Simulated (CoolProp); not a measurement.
Saturation properties of normal hydrogen.

Model: reference Helmholtz-energy equation of state, Leachman 2009, in CoolProp.

```json
[
 {"T (°C)": "-247.85", "p (kPa)": "341.8", "vapour density (kg/m³)": "4.140", "liquid viscosity (µPa s)": "9.25", "liquid conductivity (mW/(m K))": "102"},
 {"T (°C)": "-247.35", "p (kPa)": "378.5", "vapour density (kg/m³)": "4.581", "liquid viscosity (µPa s)": "8.92", "liquid conductivity (mW/(m K))": "102"},
 {"T (°C)": "-246.75", "p (kPa)": "426.2", "vapour density (kg/m³)": "5.161", "liquid viscosity (µPa s)": "8.53", "liquid conductivity (mW/(m K))": "101"},
 {"T (°C)": "-246.25", "p (kPa)": "469.0", "vapour density (kg/m³)": "5.693", "liquid viscosity (µPa s)": "8.22", "liquid conductivity (mW/(m K))": "100"},
 {"T (°C)": "-245.75", "p (kPa)": "514.7", "vapour density (kg/m³)": "6.275", "liquid viscosity (µPa s)": "7.91", "liquid conductivity (mW/(m K))": "99.7"},
 {"T (°C)": "-245.25", "p (kPa)": "563.5", "vapour density (kg/m³)": "6.914", "liquid viscosity (µPa s)": "7.61", "liquid conductivity (mW/(m K))": "98.9"},
 {"T (°C)": "-244.75", "p (kPa)": "615.4", "vapour density (kg/m³)": "7.617", "liquid viscosity (µPa s)": "7.32", "liquid conductivity (mW/(m K))": "98.0"},
 {"T (°C)": "-244.15", "p (kPa)": "682.1", "vapour density (kg/m³)": "8.560", "liquid viscosity (µPa s)": "6.97", "liquid conductivity (mW/(m K))": "96.9"},
 {"T (°C)": "-243.65", "p (kPa)": "741.4", "vapour density (kg/m³)": "9.446", "liquid viscosity (µPa s)": "6.67", "liquid conductivity (mW/(m K))": "95.8"},
 {"T (°C)": "-243.15", "p (kPa)": "804.3", "vapour density (kg/m³)": "10.44", "liquid viscosity (µPa s)": "6.38", "liquid conductivity (mW/(m K))": "94.6"},
 {"T (°C)": "-242.65", "p (kPa)": "871.0", "vapour density (kg/m³)": "11.58", "liquid viscosity (µPa s)": "6.07", "liquid conductivity (mW/(m K))": "93.4"},
 {"T (°C)": "-242.15", "p (kPa)": "941.6", "vapour density (kg/m³)": "12.91", "liquid viscosity (µPa s)": "5.76", "liquid conductivity (mW/(m K))": "92.0"},
 {"T (°C)": "-241.55", "p (kPa)": "1032", "vapour density (kg/m³)": "14.86", "liquid viscosity (µPa s)": "5.34", "liquid conductivity (mW/(m K))": "90.4"},
 {"T (°C)": "-241.05", "p (kPa)": "1112", "vapour density (kg/m³)": "16.97", "liquid viscosity (µPa s)": "4.95", "liquid conductivity (mW/(m K))": "89.6"},
 {"T (°C)": "-240.55", "p (kPa)": "1197", "vapour density (kg/m³)": "20.01", "liquid viscosity (µPa s)": "4.47", "liquid conductivity (mW/(m K))": "91.7"}
]
```

It boils at -252.8 °C under 1 atm.

Viscosity comes from a separate model (Muzny 2013). Thermal conductivity comes from a separate model (Assael 2011).
